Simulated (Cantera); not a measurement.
A closed system holds: 1 mol SiCl4, 0.56 mol H2, held at 1000000 Pa.

Equilibrium computed with Cantera from the NASA thermochemical tables; the gas is ideal and each condensed phase is pure. Candidate condensed phases: Si; 19 gas species. The tables' values for SiCl3 are old estimates; treat these amounts as uncertain. Kinetics and transport are ignored.

x: gas mole fraction; nothing condenses.

```json
[
 {"T (°C)": "302", "x SiCl4": "0.639", "x H2": "0.357", "x HCl": "0.00184", "x SiHCl3": "0.00184", "x SiCl3": "1.21e-9", "x SiCl2": "<1e-12"},
 {"T (°C)": "402", "x SiCl4": "0.636", "x H2": "0.354", "x HCl": "0.00543", "x SiHCl3": "0.00543", "x SiCl3": "1.00e-7", "x SiCl2": "…"},
 {"T (°C)": "502", "x SiCl4": "0.629", "x H2": "0.347", "x HCl": "0.0119", "x SiHCl3": "0.0119", "x SiCl3": "2.62e-6", "x SiCl2": "…"},
 {"T (°C)": "602", "x SiCl4": "0.620", "x H2": "0.338", "x HCl": "0.0215", "x SiHCl3": "0.0213", "x SiCl3": "3.20e-5", "x SiCl2": "…"},
 {"T (°C)": "702", "x SiCl4": "0.607", "x H2": "0.325", "x HCl": "0.0339", "x SiHCl3": "0.0333", "x SiCl3": "0.000231", "x SiCl2": "…"},
 {"T (°C)": "802", "x SiCl4": "0.592", "x H2": "0.311", "x HCl": "0.0488", "x SiHCl3": "0.0468", "x SiCl3": "0.00113", "x SiCl2": "…"},
 {"T (°C)": "902", "x SiCl4": "0.574", "x H2": "0.294", "x HCl": "0.0663", "x SiHCl3": "0.0600", "x SiCl3": "0.00411", "x SiCl2": "…"},
 {"T (°C)": "1002", "x SiCl4": "0.552", "x H2": "0.276", "x HCl": "0.0875", "x SiHCl3": "0.0702", "x SiCl3": "0.0116", "x SiCl2": "…"}
]
```

Task: Fill in the missing entries.

Result: 
- 402, x SiCl2: 7.20e-12
- 502, x SiCl2: 1.55e-9
- 602, x SiCl2: 9.58e-8
- 702, x SiCl2: 2.49e-6
- 802, x SiCl2: 3.42e-5
- 902, x SiCl2: 0.000288
- 1002, x SiCl2: 0.00159
